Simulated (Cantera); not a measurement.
A Cantera script and its output.

```python
import numpy as np
import cantera as ct

gas = ct.Solution("gri30.yaml")
gas.TPX = 1350, 13332, {'N2O': 1, 'O2': 0.028}
reactor = ct.IdealGasConstPressureReactor(gas, energy="off", clone=False)
net = ct.ReactorNet([reactor])
net.rtol, net.atol = 1e-08, 1e-18
show = ['N2O', 'O2', 'NO', 'NO2', 'N2', 'O']
times = np.geomspace(5e-05, 2, 13)

steps = ct.SolutionArray(gas, extra=["t"])
rows = []
print(f"{'t/s':>10s}{'T/K':>9s}{'P/Pa':>11s}" + "".join(f"{s:>11s}" for s in show))
for t in times:
    while net.time < t:
        t_next = net.step()
        steps.append(gas.state, t=t_next)
    rows.append([np.interp(t, steps.t, y) for y in (steps.T, steps.P, *steps(*show).X.T)])
    print(f"{t:10.3e}{rows[-1][0]:9.1f}{rows[-1][1]:11.4g}" + "".join(f"{x:11.3e}" for x in rows[-1][2:]))
rate = np.gradient(steps.T, steps.t)
print("integrator steps:", len(steps.t))
if steps.T.max() > steps.T[0] + 200:
    print(f"time of steepest temperature rise: {steps.t[rate.argmax()]:.4e} s")
gas.TPX = 1350, 13332, {'N2O': 1, 'O2': 0.028}
gas.equilibrate("TP")
print(f"equilibrium (TP): T = {gas.T:.1f} K  " + "  ".join(f"{s} {gas[s].X[0]:.3e}" for s in show))
```

Output:

```
       t/s      T/K       P/Pa        N2O         O2         NO        NO2         N2          O
 5.000e-05   1350.0  1.333e+04  9.727e-01  2.725e-02  4.484e-06  4.937e-12  3.550e-05  1.173e-05
 1.209e-04   1350.0  1.333e+04  9.726e-01  2.727e-02  1.579e-05  6.076e-11  9.772e-05  1.402e-05
 2.924e-04   1350.0  1.333e+04  9.723e-01  2.734e-02  4.495e-05  4.902e-10  2.525e-04  1.423e-05
 7.071e-04   1350.0  1.333e+04  9.717e-01  2.751e-02  1.156e-04  3.212e-09  6.272e-04  1.423e-05
 1.710e-03   1350.0  1.333e+04  9.703e-01  2.790e-02  2.862e-04  1.929e-08  1.532e-03  1.423e-05
 4.135e-03   1350.0  1.333e+04  9.667e-01  2.886e-02  6.973e-04  1.084e-07  3.712e-03  1.423e-05
 1.000e-02   1350.0  1.333e+04  9.582e-01  3.115e-02  1.683e-03  5.572e-07  8.940e-03  1.423e-05
 2.418e-02   1350.0  1.333e+04  9.381e-01  3.657e-02  4.017e-03  2.443e-06  2.133e-02  1.422e-05
 5.848e-02   1350.0  1.333e+04  8.916e-01  4.908e-02  9.393e-03  8.345e-06  4.990e-02  1.419e-05
 1.414e-01   1350.0  1.333e+04  7.912e-01  7.613e-02  2.099e-02  2.222e-05  1.116e-01  1.412e-05
 3.420e-01   1350.0  1.333e+04  6.025e-01  1.270e-01  4.268e-02  4.929e-05  2.278e-01  1.393e-05
 8.270e-01   1350.0  1.333e+04  3.332e-01  1.999e-01  7.316e-02  8.997e-05  3.937e-01  1.331e-05
 2.000e+00   1350.0  1.333e+04  9.904e-02  2.640e-01  9.800e-02  1.286e-04  5.388e-01  1.085e-05
integrator steps: 679
equilibrium (TP): T = 1350.0 K  N2O 1.371e-08  O2 3.452e-01  NO 6.360e-04  NO2 2.645e-06  N2 6.541e-01  O 6.834e-07
```

Computed with Cantera and GRI-Mech 3.0 (53 species, 325 reactions). GRI-Mech 3.0 was tuned for natural gas; its chemistry of N2O as a main component is partial and can be far from experiment. The mechanism lacks the step 2 NO + O2 → 2 NO2, which can matter for NO2 below about 1400 K. The temperature is held fixed by assumption; the heat of reaction is taken as removed at once.
